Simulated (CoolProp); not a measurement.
Properties of water along the isotherm 437.35 °C (Tc = 373.9 °C, pc = 220.6 bar, ω = 0.344).

Values from CoolProp's reference Helmholtz-energy equation of state, Wagner 2002.

```csv
p (bar),phase,density (kg/m³),cv (kJ/(kg K)),speed of sound (m/s),Joule-Thomson coefficient (K/MPa),Prandtl number,fugacity coefficient
1.74,gas,0.5316,1.631,648.2,6.361,0.923,0.9982
3.31,gas,1.013,1.634,647.6,6.360,0.924,0.9965
6.27,gas,1.925,1.641,646.6,6.358,0.926,0.9934
11.9,gas,3.675,1.655,644.6,6.352,0.931,0.9875
22.5,gas,7.031,1.681,640.7,6.338,0.940,0.9764
42.7,gas,13.66,1.734,633.1,6.294,0.962,0.9553
81,gas,27.22,1.849,617.7,6.158,___,___
153,gas,57.53,2.115,___,5.732,1.15,0.8403
291,supercritical,___,2.773,___,4.304,1.69,0.6981
552,supercritical,489.6,2.845,___,0.9700,1.22,0.4781
```

Q: Complete the blanks.

A: 
- 81, Prandtl number: 1.01
- 81, fugacity coefficient: 0.9152
- 153, speed of sound (m/s): 584.8
- 291, density (kg/m³): 154.5
- 291, speed of sound (m/s): 508.1
- 552, speed of sound (m/s): 661.4

Viscosity comes from a separate model (Huber 2009). Thermal conductivity comes from a separate model (Huber 2012).
